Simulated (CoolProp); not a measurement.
The fluid at 298.15 K and 7.2 MPa is throttled through a valve to 1.72 MPa with no heat exchange. The same conditions are run with several fluids, on thermodynamics alone (safety and materials aside).

Model: reference Helmholtz-energy equation of state of each fluid (propane: Lemmon 2009; n-butane: Bücker 2006; ethanol: Schroeder 2014; R13: Platzer 1990; R507A: Lemmon 2003), in CoolProp. The equations of Platzer and Polt are older, rougher fits. Blends and air are pseudo-pure fits.

**Question.** Rank propane, n-butane, ethanol, R13, R507A by temperature change (K), highest first.

**Answer.** ethanol (+1.9), n-butane (+1.7), propane (+0.5), R507A (-0.7), R13 (-30.3)

```
fluid                          final phase  final density (kg/m³)
--------  --------------------------------  ---------------------
propane                             liquid                    494
n-butane                            liquid                    573
ethanol                             liquid                    785
R13       two-phase, vapour fraction 0.342                    280
R507A                               liquid                   1060
```
